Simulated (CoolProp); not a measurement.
Vapour-liquid equilibrium of CH3F (R41) (1) + chloromethane (R40) (2) at 1.07 MPa; x and y are mole fractions of (1).

Computed with CoolProp (multi-fluid Helmholtz-energy mixture model, Lemmon 2006 and Thol 2014; pair parameters Bell 2016).

| x | bubble temperature, mixture model (K) | bubble temperature, Raoult's law (K) | y, mixture model | y, Raoult's law |
|---|---|---|---|---|
| 0.05 | ? | 312.1 | 0.192 | 0.246 |
| 0.2 | 294.2 | 292.9 | 0.567 | 0.631 |
| 0.35 | ? | 280.0 | ? | 0.801 |
| 0.5 | ? | 270.6 | 0.855 | 0.889 |
| 0.65 | 263.6 | 263.3 | ? | 0.941 |
| 0.8 | 257.8 | 257.5 | ? | 0.973 |
| 0.95 | 252.8 | 252.6 | ? | 0.995 |

Q: What belongs in the gaps?

A: 
- 0.05, bubble temperature, mixture model (K): 313.4
- 0.35, bubble temperature, mixture model (K): 280.6
- 0.35, y, mixture model: 0.755
- 0.5, bubble temperature, mixture model (K): 270.8
- 0.65, y, mixture model: 0.915
- 0.8, y, mixture model: 0.957
- 0.95, y, mixture model: 0.990

The largest gap from Raoult's law is +1.3 K in bubble temperature, at x = 0.2. No azeotrope shows between x = 0.05 and 0.95.

The pair parameters rest on a limited set of measurements; away from them the model extrapolates.
